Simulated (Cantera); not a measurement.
Feed: 1 mol CH2F2, 0.83 mol H2, held at 948 K and 51.0 mbar.

Equilibrium computed with Cantera from the NASA thermochemical tables; the gas is ideal and each condensed phase is pure. Candidate condensed phases: C, C6H6, C7H8, C8H18; 95 gas species. Rates play no part.

Base state: HF 0.707, H2 0.292, CH4 0.000746 (mole fractions); condensed: C(graphite).

Question: What changes in the equilibrium state with this change: temperature from 948 K to 2075 K?

Answer: 
```
species             before     after
----------------  --------  --------
HF                   0.707     0.704
H2                   0.292     0.289
H                  1.25e-9   0.00634
C2H2 (acetylene)     <1e-9  0.000358
CH4               0.000746   1.49e-6
C(graphite), mol     0.998     0.998
```
